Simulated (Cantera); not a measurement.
A closed system holds: 1 mol CH₃F, 2.6 mol H₂, at 2802 °C.

These are equilibrium values from Cantera (NASA tables, ideal gas, pure condensed phases), not measurements of a reactor. Candidate condensed phases: C, C₆H₆, C₇H₈, C₈H₁₈; 95 gas species. The numbers say what is thermodynamically allowed, not how fast it happens.

Problem. At 210 Torr, list the 4 most abundant gas species with their mole fractions, and the condensed phases.

Solution. H₂ 0.501, H 0.264, HF 0.187, C₂H₂ (acetylene) 0.0385. Condensed: C(graphite).
